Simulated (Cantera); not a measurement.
Cantera run:

```python
import numpy as np
import cantera as ct

gas_names = """
    C CH CH2 CH3 CH2OH CH3O CH4 CH3OH CO CO2 COOH C2 C2H CHCO,ketyl C2H2,acetylene C2H2,vinylidene
    CH2CO,ketene C2H3,vinyl CH3CO,acetyl C2H4 C2H4O,ethylen CH3CHO,ethanal CH3COOH (HCOOH)2 C2H5 C2H6
    CH3OCH3 C2H5OH C2O C3 C3H3,propargyl C3H4,allene C3H4,propyne C3H4,cyclo- C3H5,allyl C3H6,propylene
    C3H6,cyclo- C3H6O C3H7,n-propyl C3H7,i-propyl C3H8 C3H8O,1propanol C3H8O,2propanol C3O2 C4 C4H2
    C4H4,1,3-cyclo- C4H6,butadiene C4H6,2-butyne C4H6,cyclo- C4H8,1-butene C4H8,cis2-buten
    C4H8,tr2-butene C4H8,isobutene C4H8,cyclo- (CH3COOH)2 C4H9,n-butyl C4H9,i-butyl C4H9,s-butyl
    C4H9,t-butyl C4H10,isobutane C4H10,n-butane C5 C5H6,1,3cyclo- C5H8,cyclo- C5H10,1-pentene
    C5H10,cyclo- C5H11,pentyl C5H11,t-pentyl C5H12,n-pentane C5H12,i-pentane CH3C(CH3)2CH3 C6H2
    C6H5,phenyl C6H5O,phenoxy C6H6 C6H5OH,phenol C6H10,cyclo- C6H12,1-hexene C6H12,cyclo- C6H13,n-hexyl
    C7H7,benzyl C7H8 C7H8O,cresol C7H14,1-heptene C7H15,n-heptyl C7H16,n-heptane C8H8,styrene
    C8H10,ethylbenz C8H16,1-octene C8H17,n-octyl C8H18,isooctane C8H18,n-octane C9H19,n-nonyl
    C10H8,naphthale C10H21,n-decyl C12H9,o-bipheny C12H10,bipheny H HCO HO2 H2 HCHO,formaldehy HCOOH H2O
    H2O2 O OH O2 O3 Si SiC SiC2 SiC4H12 SiH SiH2 SiH3 SiH4 SiO SiO2 Si2 Si2C Si3
""".split()
cond_names = """
    C(gr) C6H6(L) C7H8(L) C8H18(L),n-octa H2O(s) H2O(L) Si(cr) Si(L) SiC(b) SiO2(Lqz) SiO2(hqz) SiO2(L)
""".split()


def load(file, names, dense=False):
    # The tables refer to 1 bar. Condensed volumes are neglected.
    table = {s.name: s for s in ct.Species.list_from_file(file)}
    out = []
    for n in names:
        d = dict(table[n].input_data)
        d["thermo"] = dict(d["thermo"], **{"reference-pressure": 1e5})
        if dense:
            d["equation-of-state"] = {"model": "constant-volume", "density": "1e6 g/cm^3"}
        out.append(ct.Species.from_dict(d))
    return out


gas = ct.Solution(thermo="ideal-gas", species=load("nasa_gas.yaml", gas_names))
cond = {s.name: ct.Solution(thermo="fixed-stoichiometry", species=[s], name=s.name)
        for s in load("nasa_condensed.yaml", cond_names, dense=True)}
atoms = {
    'Si': {'Si': 1},
    'CO2': {'C': 1, 'O': 2},
    'H2': {'H': 2},
}
top_T = {'C(gr)': 4500, 'SiC(b)': 3050}  # K; cautious upper limits of use, not melting points


def equilibrate(T, P, feed):
    n = {}
    for name, mol in feed.items():
        for a, k in atoms[name].items():
            n[a] = n.get(a, 0.0) + k * mol
    gas.TPX = T, P, n
    mass = sum(n.values()) * gas.mean_molecular_weight
    gas.equilibrate("TP")
    valid = [c for c in cond.values() if c.min_temp <= T <= top_T.get(c.name, c.max_temp)]
    mix = ct.Mixture([(gas, mass / gas.mean_molecular_weight)] + [(c, 0.0) for c in valid])
    mix.T, mix.P = T, P
    mix.equilibrate("TP", solver="vcs", rtol=1e-11, max_steps=5000)
    return mix


results = []
feed = {'Si': 1, 'CO2': 1.4, 'H2': 31}  # mol
P = 350000  # Pa
for T in [973, 1073, 1173, 1273, 1373, 1473, 1573, 1673, 1773, 1873, 1973, 2073, 2173]:
    mix = equilibrate(T, P, feed)
    results.append((T, P, feed, dict(zip(mix.species_names, mix.species_moles))))

top = {s: max(r[3][s] / sum(r[3][g] for g in gas_names) for r in results) for s in gas_names}
cols = sorted((s for s in top if top[s] > 0.001), key=lambda s: -top[s])[:9]
seen = [c for c in cond_names if any(r[3].get(c, 0) > 1e-12 for r in results)]
print("log10 of partial pressures in bar; condensed amounts in mol")
print(f"{'T/K':>10s}" + "".join(f"{s[:9]:>10s}" for s in cols + seen))
for T, P, feed, n in results:
    ng = sum(n[g] for g in gas_names)
    print(f"{T:10.4g}" + "".join(f"{np.log10(max(n[s] / ng * P / 1e5, 1e-99)):10.3f}" for s in cols)
          + "".join(f"{n.get(c, 0):10.4g}" for c in seen))
```

Result:

```
log10 of partial pressures in bar; condensed amounts in mol
       T/K        H2       CH4        CO       SiO       H2O         H     C(gr)    SiC(b) SiO2(hqz)   SiO2(L)
       973     0.511    -0.797    -2.286   -17.532    -1.052    -8.710         0         0         1         0
      1073     0.516    -0.896    -1.464   -14.576    -1.244    -7.596         0         0         1         0
      1173     0.521    -1.053    -1.154   -11.837    -1.698    -6.668         0         0         1         0
      1273     0.523    -1.140    -1.071    -9.306    -2.312    -5.885         0         0         1         0
      1373     0.526    -1.247    -1.055    -7.129    -2.859    -5.215    0.1058         0         1         0
      1473     0.529    -1.475    -1.054    -5.378    -3.204    -4.634    0.3033         0         1         0
      1573     0.530    -1.676    -1.054    -3.856    -3.506    -4.126    0.4092         0    0.9987         0
      1673     0.527    -2.080    -0.901    -2.891    -3.406    -3.680         0    0.1713    0.8169         0
      1773     0.526    -2.572    -0.883    -2.073    -3.293    -3.283         0     0.167         0    0.7549
      1873     0.520    -3.006    -0.847    -1.353    -3.192    -2.930         0    0.0603         0    0.5247
      1973     0.516    -3.875    -0.829    -1.182    -2.630    -2.612         0         0         0    0.3792
      2073     0.514    -4.778    -0.830    -1.136    -2.016    -2.323         0         0         0    0.3082
      2173     0.508    -5.541    -0.833    -1.032    -1.528    -2.062         0         0         0    0.1153
```

Cantera equilibrium calculation (NASA polynomials, part measured and part estimated; ideal gas, pure solids and liquids). Mutual solubility and eutectic melting of coexisting phases are not modelled. The tables hold silica as quartz up to 1696 K and as liquid above; real silica turns to tridymite and cristobalite and melts near 1996 K. Gases not in the tables: Si(OH)4, Si2H6 and higher silanes.
